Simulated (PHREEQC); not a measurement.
Dissolve 0.0027 mol/kgw CaSO4, 0.00079 mol/kgw Na2HPO4 and 0.0011 mol/kgw KCl at 25 °C. Closed to the air; pH follows from the charge balance.

All values are PHREEQC results (ion-association model, wateq4f.dat), not measurements.

Precipitation was switched off in this run.

Order these Ca species by the share of Ca that they hold, largest first: CaHPO4, CaPO4-, CaSO4, Ca+2.

Ca+2 (75 %), CaSO4 (15 %), CaHPO4 (8.0 %), CaPO4- (2.1 %)

The pH is 7.99 and the ionic strength 0.0115 mol/kgw. The solution is supersaturated, for example in Hydroxyapatite, so a real one may precipitate; this is no full list. H3PO4, which wateq4f.dat lacks, is added to it with the constant of phreeqc.dat.
